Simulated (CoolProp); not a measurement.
Vapour-liquid equilibrium of CHF3 (R23) (1) + C2F6 (R116) (2) at 241.5 K; x and y are mole fractions of (1).

Computed with CoolProp (multi-fluid Helmholtz-energy mixture model, Penoncello 2003 and Lemmon 2006; pair parameters Bell 2016).

```
x      bubble pressure, mixture model (MPa)  bubble pressure, Raoult's law (MPa)  y, mixture model  y, Raoult's law
-----  ------------------------------------  -----------------------------------  ----------------  ---------------
0.05                                 0.8088                               0.7336             0.128            0.065
0.125                                0.9103                               0.7508             0.258            0.159
0.2                                  0.9850                               0.7681             0.347            0.248
0.275                                 1.040                               0.7853             0.414            0.333
0.35                                  1.079                               0.8026             0.467            0.415
0.425                                 1.107                               0.8199             0.513            0.494
0.5                                   1.125                               0.8371             0.555            0.569
0.575                                 1.135                               0.8544             0.596            0.641
0.65                                  1.136                               0.8716             0.638            0.710
0.725                                 1.128                               0.8889             0.685            0.777
0.8                                   1.107                               0.9061             0.740            0.841
0.875                                 1.071                               0.9234             0.811            0.902
0.95                                  1.011                               0.9406             0.909            0.962
```

The largest gap from Raoult's law is +35.0 % in bubble pressure, at x = 0.425. y crosses x between x = 0.575 and 0.65: the model has an azeotrope there.

Pair parameters are fitted to limited data, so mixtures are less certain than the pure fluids.
